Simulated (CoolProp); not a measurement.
R152A at 293.15 K and 0.37 MPa is throttled through a valve to 0.255 MPa with no heat exchange. Each further row changes one setting.

Values from CoolProp's reference Helmholtz-energy equation of state, Outcalt 1996. It is a modified Benedict-Webb-Rubin equation, recast in Helmholtz form.

| case | temperature change (K) | final density (kg/m³) |
|---|---|---|
| as stated | ? | ? |
| outlet pressure 0.0765 MPa | ? | ? |
| outlet pressure 0.332 MPa | ? | ? |

Task: Fill in the missing entries.

Result: 
- as stated, temperature change (K): -3.6
- as stated, final density (kg/m³): 7.46
- outlet pressure 0.0765 MPa, temperature change (K): -9.4
- outlet pressure 0.0765 MPa, final density (kg/m³): 2.18
- outlet pressure 0.332 MPa, temperature change (K): -1.2
- outlet pressure 0.332 MPa, final density (kg/m³): 9.82
